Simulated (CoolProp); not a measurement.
Properties of methane along the isobar 5470 kPa (Tc = 190.6 K, pc = 4599 kPa, ω = 0.011).

Computed with CoolProp (reference Helmholtz-energy equation of state, Setzmann 1991).

```tsv
T (K)	phase	conductivity (mW/(m K))	Prandtl number
98	liquid	207	2.84
140.8	liquid	150	1.76
183.6	liquid	89.6	2.10
226.5	supercritical	34.1	1.12
269.3	supercritical	35.7	0.880
312.1	supercritical	40.2	0.813
354.9	supercritical	45.9	0.782
397.8	supercritical	52.5	0.764
440.6	supercritical	59.7	0.753
```

Viscosity comes from a separate model (Quiñones-Cisneros 2006). Thermal conductivity comes from a separate model (Friend 1989).
